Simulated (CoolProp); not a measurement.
Ethanol along the isobar 945 kPa: fugacity coefficient from the reference equation and from simpler models built on Tc = 514.7 K, pc = 6268 kPa, ω = 0.644; each cubic takes its own stable root.

The numbers come from the reference Helmholtz-energy equation of state, Schroeder 2014 in CoolProp.

```tsv
T (K)	phase	reference
490.3	gas	0.9434
501.2	gas	0.9492
512	gas	0.9542
522.8	gas	0.9586
533.6	gas	0.9625
544.4	gas	0.9660
555.2	gas	0.9691
566	gas	0.9718
576.8	gas	0.9743
587.6	gas	0.9765
598.4	gas	0.9784
609.2	gas	0.9802
620	gas	0.9818
```

Problem. How far does each simpler model (Redlich-Kwong, Peng-Robinson) lie from the reference over these 13 states: mean and median of the absolute difference, and the worst?

Solution. 
- Redlich-Kwong: mean 0.9 %, median 1.0 %, worst -1.1 % at 609.2 K and 945 kPa
- Peng-Robinson: mean 1.1 %, median 1.1 %, worst -1.2 % at 522.8 K and 945 kPa
